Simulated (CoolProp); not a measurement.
Vapour-liquid equilibrium of R152A (1) + n-pentane (2) at 269.3 K; x and y are mole fractions of (1).

The numbers come from the multi-fluid Helmholtz-energy mixture model, Outcalt 1996 and Thol 2019; pair parameters Bell 2016 in CoolProp.

```
x     bubble pressure, mixture model (MPa)  bubble pressure, Raoult's law (MPa)  y, mixture model  y, Raoult's law
----  ------------------------------------  -----------------------------------  ----------------  ---------------
0.05                               0.06557                              0.03091             0.695            0.371
0.15                                0.1268                              0.05180             0.850            0.664
0.25                                0.1610                              0.07269             0.887            0.789
0.35                                0.1791                              0.09359             0.903            0.858
0.45                                0.1886                               0.1145             0.910            0.902
0.55                                0.1944                               0.1354             0.916            0.932
0.65                                0.1995                               0.1563             0.921            0.954
0.75                                0.2057                               0.1772             0.930            0.971
0.85                                0.2138                               0.1981             0.946            0.985
0.95                                0.2240                               0.2189             0.976            0.995
```

The largest gap from Raoult's law is +144.8 % in bubble pressure, at x = 0.15. No azeotrope shows between x = 0.05 and 0.95.

Pair parameters are fitted to limited data, so mixtures are less certain than the pure fluids. With so large a gap from Raoult's law the liquid may split in two, which this calculation doesn't test in full.
